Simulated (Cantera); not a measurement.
A freely propagating, adiabatic, planar premixed flame of CH₃OH : O₂ : N₂ = 1 : 1 : 3.76 (molar parts), equivalence ratio 1.5, unburnt at 425 K and 1430 Torr; mixture-averaged transport, grid criteria slope 0.08 and curve 0.16, no radiation.

Detailed kinetics in Cantera: GRI-Mech 3.0 (53 species, 325 reactions). GRI-Mech 3.0 was tuned for natural gas; its chemistry of methanol as a main component is partial and can be far from experiment. Burning velocities carry a grid error of a few per cent, more on coarse grids.

Q: Predict: laminar burning velocity; thermal thickness; peak x(HCN); peak x(CO); peak x(CH₂); peak x(H₂).

A: 
```json
{
  "laminar_burning_velocity": "68.5 cm/s",
  "thermal_thickness": "0.157 mm",
  "peak x(HCN)": "8.13e-7",
  "peak x(CO)": "0.110",
  "peak x(CH₂)": "1.47e-5",
  "peak x(H₂)": "0.0785"
}
```
